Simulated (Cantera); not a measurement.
Cantera run:

```python
import numpy as np
import cantera as ct

gas_names = [...]  # 123 gases of nasa_gas.yaml made of C, H, O, Si
cond_names = """
    C(gr) C6H6(L) C7H8(L) C8H18(L),n-octa H2O(s) H2O(L) Si(cr) Si(L) SiC(b) SiO2(Lqz) SiO2(hqz) SiO2(L)
""".split()


# ... load() reads the species with a 1 bar reference pressure and builds the phases ...
atoms = {
    'SiC': {'Si': 1, 'C': 1},
    'CO2': {'C': 1, 'O': 2},
    'H2': {'H': 2},
}
top_T = {'C(gr)': 4500, 'SiC(b)': 3050}  # K; cautious upper limits of use, not melting points


# ... equilibrate(T, P, feed) seeds the gas with the atoms and calls Mixture.equilibrate('TP', solver="vcs", rtol=1e-11, max_steps=5000) ...
results = []
feed = {'SiC': 1, 'CO2': 0.049, 'H2': 1.5}  # mol
P = 23000  # Pa
for T in [1248, 1323, 1398, 1473, 1548, 1623, 1698, 1773]:
    mix = equilibrate(T, P, feed)
    results.append((T, P, feed, dict(zip(mix.species_names, mix.species_moles))))
    x = sorted(zip(gas.X, gas.species_names), reverse=True)
    print(f"T = {T:g} K  P = {P:g} Pa  gas = {mix.phase_moles(0):.4g} mol")
    print("   x: " + "  ".join(f"{s} {v:.3e}" for v, s in x if v > 1e-06))
    print("   condensed (mol): " + ("  ".join(f"{mix.phase(i).name} {mix.phase_moles(i):.4g}"
          for i in range(1, mix.n_phases) if mix.phase_moles(i) > 1e-12) or "none"))
```

Result:

```
T = 1248 K  P = 23000 Pa  gas = 1.497 mol
   x: H2 9.967e-01  CH4 2.547e-03  CO 7.582e-04  H2O 2.673e-06
   condensed (mol): C(gr) 0.09248  SiC(b) 0.9516  SiO2(hqz) 0.04843
T = 1323 K  P = 23000 Pa  gas = 1.504 mol
   x: H2 9.945e-01  CO 3.931e-03  CH4 1.546e-03  H2O 6.592e-06  SiO 3.317e-06  H 3.298e-06
   condensed (mol): C(gr) 0.0868  SiC(b) 0.954  SiO2(hqz) 0.04604
T = 1398 K  P = 23000 Pa  gas = 1.525 mol
   x: H2 9.820e-01  CO 1.702e-02  CH4 9.688e-04  SiO 2.108e-05  H2O 1.456e-05  H 9.777e-06  C2H2,acetylene 2.407e-06
   condensed (mol): C(gr) 0.0576  SiC(b) 0.964  SiO2(hqz) 0.036
T = 1473 K  P = 23000 Pa  gas = 1.564 mol
   x: H2 9.579e-01  CO 4.148e-02  CH4 4.678e-04  SiO 1.271e-04  H 2.582e-05  H2O 2.535e-05  C2H2,acetylene 3.553e-06
   condensed (mol): SiC(b) 0.9834  SiO2(hqz) 0.01644
T = 1548 K  P = 23000 Pa  gas = 1.567 mol
   x: H2 9.571e-01  CO 4.187e-02  SiO 8.349e-04  CH4 1.493e-04  H 6.281e-05  H2O 3.275e-05  C2H2,acetylene 1.793e-06
   condensed (mol): SiC(b) 0.9832  SiO2(hqz) 0.01552
T = 1623 K  P = 23000 Pa  gas = 1.575 mol
   x: H2 9.522e-01  CO 4.295e-02  SiO 4.560e-03  H 1.406e-04  CH4 5.328e-05  H2O 4.135e-05
   condensed (mol): SiC(b) 0.9813  SiO2(hqz) 0.01155
T = 1698 K  P = 23000 Pa  gas = 1.598 mol
   x: H2 9.384e-01  CO 4.596e-02  SiO 1.532e-02  H 2.921e-04  H2O 4.381e-05  CH4 2.469e-05  SiH2 1.742e-06
   condensed (mol): SiC(b) 0.9755
T = 1773 K  P = 23000 Pa  gas = 1.598 mol
   x: H2 9.381e-01  CO 4.596e-02  SiO 1.532e-02  H 5.745e-04  H2O 2.610e-05  CH4 2.117e-05  SiH2 3.963e-06  C2H2,acetylene 2.022e-06  Si 1.586e-06
   condensed (mol): SiC(b) 0.9755
```

These are equilibrium values from Cantera (NASA tables, ideal gas, pure condensed phases), not measurements of a reactor. Mutual solubility and eutectic melting of coexisting phases are not modelled. The tables hold silica as quartz up to 1696 K and as liquid above; real silica turns to tridymite and cristobalite and melts near 1996 K.
